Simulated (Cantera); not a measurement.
An isothermal, constant-pressure homogeneous reactor starts with C₂H₆ : N₂ = 1 : 30 (molar parts), at 1000 K and 0.133 bar.

Computed with Cantera and GRI-Mech 3.0 (53 species, 325 reactions). GRI-Mech 3.0 stops at C3 and has no aromatics, soot or wall deposition, so with more carbon than oxygen in the feed, carbon stays in small species such as C2H2 where larger ones or solid carbon would form.

**Question.** Predict: x(C₂H₆) at 10.0 s; x(CH₄) at 10.0 s; x(C₂H₂) at 10.0 s.

**Answer.** 
```
Property                                             Value
-----------------  ---------------------------------------
x(C₂H₆) at 10.0 s  0.00486 (gas-phase equilibrium 1.46e-5)
x(CH₄) at 10.0 s    0.00122 (gas-phase equilibrium 0.0315)
x(C₂H₂) at 10.0 s  0.00117 (gas-phase equilibrium 0.00418)
```
